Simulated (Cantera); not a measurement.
Charge: 1 mol CH4, 0.033 mol CO2, at 1.00 bar.

Method: chemical equilibrium by Gibbs-energy minimisation in Cantera with the NASA 1993 tables (ideal gas, pure condensed phases). Candidate condensed phases: C, C6H6, C7H8, C8H18, H2O; 131 gas species. Ions and electrons are included (thermal ionisation). Kinetics and transport are ignored. All values below are at 3000 K.

Base state: H2 0.779, H 0.139, C2H2 (acetylene) 0.0485, CO 0.0297, C2H 0.00149, C4H2 0.00126, C3 0.000312, C2H2 (vinylidene) 0.000153 (mole fractions); condensed: C(graphite).

Q: What changes in the equilibrium state with this change: pressure from 1.00 bar to 13.0 bar?

A: 
| species | before | after |
|---|---|---|
| H2 | 0.779 | 0.870 |
| C2H2 (acetylene) | 0.0485 | 0.0541 |
| H | 0.139 | 0.0408 |
| CO | 0.0297 | 0.0313 |
| CH4 | 4.73e-5 | 0.000767 |
| C3H4 (propyne) | 9.13e-7 | 1.48e-5 |
| C(graphite), mol | 0.729 | 0.720 |
